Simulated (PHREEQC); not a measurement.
A solution holds 4.2 mol/kgw NaCl and 0.89 mol/kgw NaHCO3, at 25 °C. Closed to the air; pH follows from the charge balance.

All values are PHREEQC results (Pitzer model, pitzer.dat), not measurements.

This is a speciation only: nothing precipitates in the calculation.

Task: What pH, ionic strength, activity of water does the model give?

Result: pH 7.21; ionic strength 5.11 mol/kgw; activity of water 0.813.

Task: In which forms is C present?

Result: HCO3- 96 %, CO2 1.9 %, CO3-2 1.9 % of the C.

Examples of supersaturated solids here: Nahcolite. Others may be too. In brines, pH and single-ion activities rest on the MacInnes convention.
